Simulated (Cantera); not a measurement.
Mixture: CH₄ : CO : O₂ : N₂ = 1 : 0.13 : 1.29 : 5.03 (molar parts), at 2.76 atm, adiabatic and at constant volume. Ignition delay is the time to a rise of 400 K.

Detailed kinetics in Cantera: GRI-Mech 3.0 (53 species, 325 reactions).

Problem. What does this change do: pressure from 2.76 atm to 9.87 atm?

Solution. 
```csv
quantity,before,after
delay at 1025 K,0.419 s,0.104 s
delay at 1225 K,18.7 ms,5.29 ms
delay at 1425 K,1.51 ms,0.510 ms
delay at 1625 K,0.191 ms,70.9 µs
apparent activation energy between 1525 and 1725 K,200 kJ/mol,200 kJ/mol
```
